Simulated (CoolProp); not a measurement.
Model: reference Helmholtz-energy equation of state, Lemmon 2006, in CoolProp. It is a short technical equation, of lower accuracy than the large ones.

Give the vapour pressure (MPa), liquid density (kg/m³), vapour density (kg/m³), liquid cp (kJ/(kg K)) of saturated acetone at 269.4, 298.2, 326.9 K.


```json
[
 {"T (K)": "269.4", "p (MPa)": "0.00760", "liquid density (kg/m³)": "816", "vapour density (kg/m³)": "0.199", "liquid cp (kJ/(kg K))": "2.08"},
 {"T (K)": "298.2", "p (MPa)": "0.0308", "liquid density (kg/m³)": "785", "vapour density (kg/m³)": "0.740", "liquid cp (kJ/(kg K))": "2.14"},
 {"T (K)": "326.9", "p (MPa)": "0.0935", "liquid density (kg/m³)": "752", "vapour density (kg/m³)": "2.10", "liquid cp (kJ/(kg K))": "2.22"}
]
```
